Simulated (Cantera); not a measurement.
Input: 1 mol Ti(OiPr)4, 1.4 mol C3H8, at 0.970 bar.

These are equilibrium values from Cantera (NASA tables, ideal gas, pure condensed phases), not measurements of a reactor. Candidate condensed phases: C, C6H6, C7H8, C8H18, H2O, Ti, TiC, TiO, TiO2, Ti2O3, Ti3O5, Ti4O7; 113 gas species. The feed counts by its element totals alone. Mutual solubility and eutectic melting of coexisting phases are not modelled. TiC: taken at fixed stoichiometry. Condensed phases not in the tables: Magnéli phases beyond Ti4O7. Rates play no part.

x: gas mole fraction; n: condensed amount in mol.

```tsv
T (K)	x H2	x CO	x CH4	x H	x C2H2 (acetylene)	n C(graphite)	n Ti4O7(s)	n Ti3O5(s)	n TiC(s)
1250	0.888	0.102	0.00840	4.62e-7	2.24e-7	13.8	0.250	0	0
1350	0.889	0.106	(withheld)	(withheld)	(withheld)	13.8	0	(withheld)	0
1450	0.868	0.129	0.00241	8.95e-6	4.23e-6	12.9	0	0.217	0.348
1550	0.829	0.170	0.00135	2.91e-5	1.33e-5	11.2	0	0	1.00
1650	0.829	0.170	0.000887	8.40e-5	3.78e-5	11.2	0	0	1.00
1750	0.829	0.170	0.000609	0.000215	9.53e-5	11.2	0	0	1.00
1850	0.829	0.169	0.000437	0.000498	0.000217	11.2	0	0	1.00
1950	0.829	0.169	0.000324	0.00106	0.000453	11.2	0	0	1.00
2050	0.827	0.169	(withheld)	(withheld)	(withheld)	11.2	0	0	1.00
2150	0.825	0.169	0.000194	0.00389	0.00160	11.1	0	0	1.00
```

### Question
Some entries are withheld; supply them.

### Answer

- 2050, x CH4: 0.000248
- 2050, x H: 0.00210
- 2050, x C2H2 (acetylene): 0.000878
- 1350, x CH4: 0.00442
- 1350, x H: 2.28e-6
- 1350, x C2H2 (acetylene): 1.10e-6
- 1350, n Ti3O5(s): 0.333
